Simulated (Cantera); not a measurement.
# Transport properties of process gases

Gas mixture: 40.5 % N2, 59.5 % O2, at 500000 Pa, frozen composition.

Cantera's kinetic-theory transport with the Lennard-Jones parameters of GRI-Mech 3.0, ideal gas; thermal conductivity in the mixture-averaged form.

```tsv
T (K)	ρ (kg/m³)	cp (J/kg/K)	μ (µPa s)	λ (mW/m/K)	Pr	D (cm²/s) N2	D (cm²/s) H2O	D (cm²/s) O
400	4.57	980.7	24.3	33.4	0.713	0.0700	0.0807	0.109
500	3.65	1004	28.5	40.3	0.710	0.103	0.123	0.160
600	3.05	1029	32.3	46.9	0.707	0.140	0.172	0.218
700	2.61	1055	35.8	53.4	0.707	0.182	0.227	0.282
800	2.28	1079	39.1	59.6	0.708	0.227	0.288	0.353
900	2.03	1101	42.3	65.7	0.709	0.277	0.355	0.430
1000	1.83	1120	45.3	71.5	0.710	0.330	0.426	0.512
1100	1.66	1134	48.2	77.2	0.709	0.387	0.503	0.600
1200	1.52	1147	51.0	82.7	0.708	0.447	0.584	0.694
```
D: mixture-averaged diffusion coefficient of that species in the mixture.
